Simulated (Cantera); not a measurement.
CHF3 + CH4 + H2 (fluorocarbon and chlorocarbon gases)

Charge: 1 mol CHF3, 0.13 mol CH4, 15 mol H2, held at 750 Torr.

Method: chemical equilibrium by Gibbs-energy minimisation in Cantera with the NASA 1993 tables (ideal gas, pure condensed phases). Candidate condensed phases: C, C6H6, C7H8, C8H18; 95 gas species. Equilibrium is a limit: real reactors are often held back by kinetics, nucleation or transport.

```json
[
 {"T (K)": "2498", "x H2": "0.797", "x HF": "0.172", "x H": "0.0222", "x C2H2 (acetylene)": "0.00855", "n C(graphite)": "0.825"},
 {"T (K)": "2548", "x H2": "0.790", "x HF": "0.171", "x H": "0.0275", "x C2H2 (acetylene)": "0.0104", "n C(graphite)": "0.757"},
 {"T (K)": "2598", "x H2": "0.783", "x HF": "0.171", "x H": "0.0337", "x C2H2 (acetylene)": "0.0126", "n C(graphite)": "0.677"},
 {"T (K)": "2648", "x H2": "0.773", "x HF": "0.170", "x H": "0.0409", "x C2H2 (acetylene)": "0.0151", "n C(graphite)": "0.584"},
 {"T (K)": "2698", "x H2": "0.763", "x HF": "0.169", "x H": "0.0493", "x C2H2 (acetylene)": "0.0179", "n C(graphite)": "0.476"},
 {"T (K)": "2748", "x H2": "0.751", "x HF": "0.169", "x H": "0.0588", "x C2H2 (acetylene)": "0.0210", "n C(graphite)": "0.354"},
 {"T (K)": "2798", "x H2": "0.737", "x HF": "0.168", "x H": "0.0698", "x C2H2 (acetylene)": "0.0244", "n C(graphite)": "0.214"},
 {"T (K)": "2848", "x H2": "0.722", "x HF": "0.167", "x H": "0.0821", "x C2H2 (acetylene)": "0.0282", "n C(graphite)": "0.0552"},
 {"T (K)": "2898", "x H2": "0.708", "x HF": "0.165", "x H": "0.0961", "x C2H2 (acetylene)": "0.0292", "n C(graphite)": "0"},
 {"T (K)": "2948", "x H2": "0.694", "x HF": "0.164", "x H": "0.112", "x C2H2 (acetylene)": "0.0287", "n C(graphite)": "0"}
]
```
x: gas mole fraction; n: condensed amount in mol.

From 2498 K to 2848 K the condensed part is C(graphite). From 2898 K to 2948 K nothing is condensed. The main C-bearing gas is C2H2 (acetylene) throughout.
